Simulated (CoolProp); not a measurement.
Model: reference Helmholtz-energy equation of state, Span 2000, in CoolProp.

Question: Give the vapour pressure (MPa), vapour density (kg/m³), liquid conductivity (mW/(m K)) of saturated nitrogen at -186.35, -176.25, -166.05 °C.

Answer: 
```csv
T (°C),p (MPa),vapour density (kg/m³),liquid conductivity (mW/(m K))
-186.35,0.271,11.5,126
-176.25,0.624,25.6,106
-166.05,1.23,51.7,86.1
```

Thermal conductivity comes from a separate model (Lemmon 2004).
